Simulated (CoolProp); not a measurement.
The numbers come from the reference Helmholtz-energy equation of state, Lemmon 2003 in CoolProp. It is a pseudo-pure fit of the blend.

For R507A, give the phase and the Joule-Thomson coefficient (K/MPa), conductivity (mW/(m K)) at -7.65 °C and 0.834 bar; -7.65 °C and 1.41 bar; -7.65 °C and 6.77 bar.


- -7.65 °C and 0.834 bar: gas; Joule-Thomson coefficient 25.7, conductivity 11.1
- -7.65 °C and 1.41 bar: gas; Joule-Thomson coefficient 25.8, conductivity 11.1
- -7.65 °C and 6.77 bar: liquid; Joule-Thomson coefficient -0.0978, conductivity 78.1

Thermal conductivity comes from a separate model (Geller 2001).
